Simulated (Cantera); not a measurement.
A perfectly stirred reactor is fed with CH3OH : O2 : N2 = 1 : 2.73 : 10.3 (molar parts), equivalence ratio 0.55, at 0.570 bar; it is adiabatic with a 398 K inlet, and is followed from long to short residence time, starting on the burning branch (τ in s: 0.035, 0.018, 0.0097, 0.0051, 0.0027, 0.0014, 0.00074, 0.00039, 0.00021, 0.00011, 5.7e-05, 3e-05).

Model: GRI-Mech 3.0 (53 species, 325 reactions), integrated in Cantera. GRI-Mech 3.0 was tuned for natural gas; its chemistry of methanol as a main component is partial and can be far from experiment.

What does this change do: pressure from 0.570 bar to 1.00 bar?


| quantity | before | after |
|---|---|---|
| blow-out, bracketed by the residence times tried | burning at 1.40 ms, out at 0.740 ms | burning at 0.740 ms, out at 0.390 ms |
| x(CH3OH) at τ = 35.0 ms | 1.12e-5 | 9.84e-6 |
| x(O2) at τ = 35.0 ms | 0.0846 | 0.0846 |
| x(CO2) at τ = 35.0 ms | 0.0675 | 0.0680 |
| x(C2H) at τ = 35.0 ms | <1e-12 | <1e-12 |
| x(NO2) at τ = 35.0 ms | 8.43e-9 | 1.78e-8 |
| x(CH3OH) at τ = 0.740 ms | 0.0713 | 0.000180 |
| x(O2) at τ = 0.740 ms | 0.195 | 0.0899 |
| x(CO2) at τ = 0.740 ms | <1e-12 | 0.0562 |
| x(C2H) at τ = 0.740 ms | <1e-12 | <1e-12 |
| x(NO2) at τ = 0.740 ms | <1e-12 | 3.35e-9 |

What does this change do: CH3OH 1 to 1.4 parts?


```tsv
quantity	before	after
blow-out, bracketed by the residence times tried	burning at 1.40 ms, out at 0.740 ms	burning at 0.210 ms, out at 0.110 ms
x(CH3OH) at τ = 35.0 ms	1.12e-5	4.33e-6
x(O2) at τ = 35.0 ms	0.0846	0.0428
x(CO2) at τ = 35.0 ms	0.0675	0.0878
x(C2H) at τ = 35.0 ms	<1e-12	<1e-12
x(NO2) at τ = 35.0 ms	8.43e-9	4.56e-8
x(CH3OH) at τ = 0.740 ms	0.0713	7.35e-5
x(O2) at τ = 0.740 ms	0.195	0.0509
x(CO2) at τ = 0.740 ms	<1e-12	0.0723
x(C2H) at τ = 0.740 ms	<1e-12	4.34e-12
x(NO2) at τ = 0.740 ms	<1e-12	2.80e-9
```

What does this change do: inlet temperature 398 to 800 K?


```tsv
quantity	before	after
blow-out, bracketed by the residence times tried	burning at 1.40 ms, out at 0.740 ms	burning at 0.210 ms, out at 0.110 ms
x(CH3OH) at τ = 35.0 ms	1.12e-5	4.07e-6
x(O2) at τ = 35.0 ms	0.0846	0.0841
x(CO2) at τ = 35.0 ms	0.0675	0.0669
x(C2H) at τ = 35.0 ms	<1e-12	<1e-12
x(NO2) at τ = 35.0 ms	8.43e-9	6.83e-8
x(CH3OH) at τ = 0.740 ms	0.0713	6.46e-5
x(O2) at τ = 0.740 ms	0.195	0.0875
x(CO2) at τ = 0.740 ms	<1e-12	0.0566
x(C2H) at τ = 0.740 ms	<1e-12	<1e-12
x(NO2) at τ = 0.740 ms	<1e-12	3.49e-9
```
